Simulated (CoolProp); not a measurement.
Vapour-liquid equilibrium of ethylbenzene (1) + o-xylene (2) at 287.25 °C; x and y are mole fractions of (1).

Computed with CoolProp (multi-fluid Helmholtz-energy mixture model, Zhou 2012 and Zhou 2012; pair parameters Bell 2016).

| x | bubble pressure (kPa) | y at the bubble point | dew pressure at overall composition x (kPa) | liquid density (mol/L) |
|---|---|---|---|---|
| 0.05 | 1549 | 0.054 | 1548 | 5.568 |
| 0.2 | 1582 | 0.215 | 1578 | 5.528 |
| 0.35 | 1617 | 0.371 | 1612 | 5.489 |
| 0.5 | 1652 | 0.522 | 1647 | 5.451 |
| 0.65 | 1686 | 0.669 | 1682 | 5.415 |
| 0.8 | 1719 | 0.812 | 1716 | 5.383 |
| 0.95 | 1748 | 0.953 | 1747 | 5.356 |

No azeotrope shows between x = 0.05 and 0.95.

The pair parameters rest on a limited set of measurements; away from them the model extrapolates.
